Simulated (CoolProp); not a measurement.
Vapour-liquid equilibrium of cyclohexane (1) + o-xylene (2) at 1.12 MPa; x and y are mole fractions of (1).

Model: multi-fluid Helmholtz-energy mixture model, Zhou 2014 and Zhou 2012; pair parameters Bell 2016, in CoolProp.

```
x     bubble temperature, mixture model (°C)  bubble temperature, Raoult's law (°C)  y, mixture model  y, Raoult's law
----  --------------------------------------  -------------------------------------  ----------------  ---------------
0.05                                   258.6                                  258.9             0.119            0.139
0.2                                    240.5                                  242.2             0.403            0.445
0.35                                   226.2                                  228.4             0.595            0.643
0.5                                    214.8                                  216.8             0.728            0.777
0.65                                   205.6                                  206.9             0.826            0.870
0.8                                    197.8                                  198.4             0.906            0.937
0.95                                   190.9                                  191.0             0.977            0.987
```

The largest gap from Raoult's law is -2.2 K in bubble temperature, at x = 0.35. No azeotrope shows between x = 0.05 and 0.95.

Pair parameters are fitted to limited data, so mixtures are less certain than the pure fluids.
